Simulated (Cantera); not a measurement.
A closed system holds: 1 mol Si3N4, 0.1 mol N2O, 70 mol N2, at 1850 K.

Cantera equilibrium calculation (NASA polynomials, part measured and part estimated; ideal gas, pure solids and liquids). Candidate condensed phases: Si, SiO2, Si2N2O, Si3N4; 16 gas species. Mutual solubility and eutectic melting of coexisting phases are not modelled. The numbers say what is thermodynamically allowed, not how fast it happens.

Task: Which condensed phases are stable at each of these points (P (Pa)): 0.100, 1, 10, 100, 1000, 10000, 100000, 1000000?

Result: 
```json
[
 {"P (Pa)": "0.100", "condensed phases": "gas only", "Si condensed (%)": "0.0"},
 {"P (Pa)": "1", "condensed phases": "gas only", "Si condensed (%)": "0.0"},
 {"P (Pa)": "10", "condensed phases": "gas only", "Si condensed (%)": "0.0"},
 {"P (Pa)": "100", "condensed phases": "Si(l)", "Si condensed (%)": "80.0"},
 {"P (Pa)": "1000", "condensed phases": "Si(l)", "Si condensed (%)": "94.8"},
 {"P (Pa)": "10000", "condensed phases": "Si3N4(s)", "Si condensed (%)": "96.6"},
 {"P (Pa)": "100000", "condensed phases": "Si2N2O(s) + Si3N4(s)", "Si condensed (%)": "99.6"},
 {"P (Pa)": "1000000", "condensed phases": "Si2N2O(s) + Si3N4(s)", "Si condensed (%)": "100.0"}
]
```

From 0.000750 Torr to 0.0750 Torr nothing is condensed. From 0.750 Torr to 7.50 Torr the condensed part is Si(l). At 75.0 Torr the condensed part is Si3N4(s). From 750 Torr to 7500 Torr the condensed part is Si2N2O(s) + Si3N4(s).
